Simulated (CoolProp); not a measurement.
The fluid at 495 K and 3.02 MPa expands adiabatically to 0.776 MPa with isentropic efficiency 1. The same conditions are run with several fluids, on thermodynamics alone (safety and materials aside).

Values from CoolProp's reference Helmholtz-energy equation of state of each fluid (CF4 (R14): Platzer 1990; sulfur dioxide: Gao 2016; n-pentane: Thol 2019; R507A: Lemmon 2003; sulfur hexafluoride: Guder 2009). The equations of Platzer and Polt are older, rougher fits. Blends and air are pseudo-pure fits.

Question: Rank CF4 (R14), sulfur dioxide, n-pentane, R507A, sulfur hexafluoride by work (kJ/kg), highest first.

Answer: sulfur dioxide (71.2), n-pentane (59.6), CF4 (R14) (58.8), R507A (50.8), sulfur hexafluoride (35.2)

```csv
fluid,final temperature (K),final density (kg/m³)
CF4 (R14),424.7,19.4
sulfur dioxide,377.9,16.8
n-pentane,449.3,16.6
R507A,441.6,21.6
sulfur hexafluoride,448.6,31.0
```
